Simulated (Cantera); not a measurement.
A closed system holds: 1 mol BF₃, 36 mol H₂, 0.19 mol H₂O, equilibrated at 773.15 K and 0.000120 bar.

These are equilibrium values from Cantera (NASA tables, ideal gas, pure condensed phases), not measurements of a reactor. Candidate condensed phases: B, B₂O₃, B₃O₃H₃, H₂O; 43 gas species. Rates play no part.

Base state: H₂ 0.967, BF₃ 0.0228, HF 0.00817, B₃O₃F₃ 0.00136, H₂O 0.00102 (mole fractions); condensed: gas only.

Problem. What changes in the equilibrium state with this change: H₂O from 0.19 to 1 mol?

Solution. 
```csv
species,before,after
H₂,0.967,0.943
HF,0.00817,0.0261
BF₃,0.0228,0.0165
H₂O,0.00102,0.0131
B₃O₃F₃,0.00136,0.00104
"B₂O₃(l), mol",0,0.126
```

Problem. What changes in the equilibrium state with this change: temperature from 773.15 K to 1123 K?

Solution. 
| species | before | after |
|---|---|---|
| H₂ | 0.967 | 0.963 |
| BF₃ | 0.0228 | 0.0216 |
| HF | 0.00817 | 0.0102 |
| BOF | 6.88e-6 | 0.00506 |
| B₃O₃F₃ | 0.00136 | 1.23e-6 |
| BHF₂ | 1.83e-7 | 5.76e-5 |
| H₂O | 0.00102 | 1.44e-5 |
